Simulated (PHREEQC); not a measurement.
A solution holds 0.0013 mol/kgw FeCl3, 0.01 mol/kgw MgSO4, 0.00015 mol/kgw H2SO4 and 0.22 mol/kgw Na2SO4, at 20 °C. Closed to the air; pH follows from the charge balance.

Equilibrium calculation in PHREEQC: ion-association model, phreeqc.dat.

Precipitation was switched off in this run.

Question: Estimate the pH.

Answer: pH 3.84.

Question: In which forms is Mg present?

Answer: MgSO4 63 %, Mg+2 37 % of the Mg.

Saturation is exceeded, for instance for Fe(OH)3(a), Hematite (slow to form); the values hold only as long as no solid forms. Species that the database lacks are ignored.
